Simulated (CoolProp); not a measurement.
Properties of R227EA along the isotherm 52.95 °C (Tc = 101.8 °C, pc = 2.925 MPa, ω = 0.358).

Model: reference Helmholtz-energy equation of state, Lemmon 2016, in CoolProp.

```csv
p (MPa),phase,Z,cv (kJ/(kg K)),speed of sound (m/s),expansivity (1/kK),conductivity (mW/(m K))
0.0231,gas,0.9955,0.7953,129.6,3.115,15.4
0.0374,gas,0.9928,0.7959,129.3,3.146,15.4
0.0604,gas,0.9883,0.7969,128.8,3.197,15.4
0.0975,gas,0.9810,0.7985,128.0,3.281,15.4
0.158,gas,0.9689,___,126.6,3.428,15.4
0.255,gas,0.9489,0.8060,124.3,3.689,15.5
0.411,gas,0.9151,0.8144,120.4,4.193,15.6
0.664,gas,0.8547,0.8313,113.2,5.351,16.0
1.07,liquid,0.05337,0.8751,304.9,___,52.4
1.73,liquid,0.08561,0.8734,317.2,4.262,53.0
2.8,liquid,0.1370,0.8713,335.2,3.900,___
4.53,liquid,0.2181,0.8689,360.7,3.475,55.3
7.31,liquid,0.3448,0.8665,395.5,3.018,57.4
```

### Question
Some entries are withheld; supply them.

### Answer

- 0.158, cv (kJ/(kg K)): 0.8012
- 1.07, expansivity (1/kK): 4.547
- 2.8, conductivity (mW/(m K)): 53.9

Thermal conductivity comes from a separate model (Huber 2003), an estimate that may be off by 10 % or more.
